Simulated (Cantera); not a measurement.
What does this Cantera script print?

```python
import numpy as np
import cantera as ct

gas = ct.Solution("gri30.yaml", transport_model="multicomponent")
show = ['H2', 'O', 'H2O']

rows = []
print(f"{'T/K':>7s}{'rho':>11s}{'cp':>10s}{'mu':>11s}{'lambda':>11s}{'Pr':>7s}" + "".join(f"{'D_' + s:>11s}" for s in show))
for T in [400, 500, 600, 700, 800, 900]:
    gas.TPX = T, 38, {'O2': 0.22}
    Pr = gas.cp_mass * gas.viscosity / gas.thermal_conductivity
    D = [gas.mix_diff_coeffs_mole[gas.species_index(s)] for s in show]
    rows.append([gas.density, gas.cp_mass, gas.viscosity, gas.thermal_conductivity, Pr, *D])
    print(f"{T:7g}{gas.density:11.4e}{gas.cp_mass:10.1f}{gas.viscosity:11.4e}"
          f"{gas.thermal_conductivity:11.4e}{Pr:7.3f}" + "".join(f"{d:11.4e}" for d in D))
print("SI units: kg/m3, J/kg/K, Pa s, W/m/K, m2/s")
```

Output:

```
    T/K        rho        cp         mu     lambda     Pr       D_H2        D_O      D_H2O
    400 3.6561e-04     941.4 2.5629e-05 3.3889e-02  0.712 3.5113e-01 1.4490e-01 1.0650e-01
    500 2.9248e-04     971.4 3.0045e-05 4.1059e-02  0.711 5.1111e-01 2.1219e-01 1.6235e-01
    600 2.4374e-04    1002.6 3.4077e-05 4.8102e-02  0.710 6.9339e-01 2.8891e-01 2.2728e-01
    700 2.0892e-04    1031.1 3.7824e-05 5.4934e-02  0.710 8.9657e-01 3.7445e-01 3.0054e-01
    800 1.8280e-04    1054.7 4.1353e-05 6.1465e-02  0.710 1.1196e+00 4.6833e-01 3.8152e-01
    900 1.6249e-04    1073.7 4.4705e-05 6.7676e-02  0.709 1.3615e+00 5.7016e-01 4.6976e-01
SI units: kg/m3, J/kg/K, Pa s, W/m/K, m2/s
```

Cantera simulation using GRI-Mech 3.0 (53 species, 325 reactions); the numbers are that mechanism's predictions, not measurements.
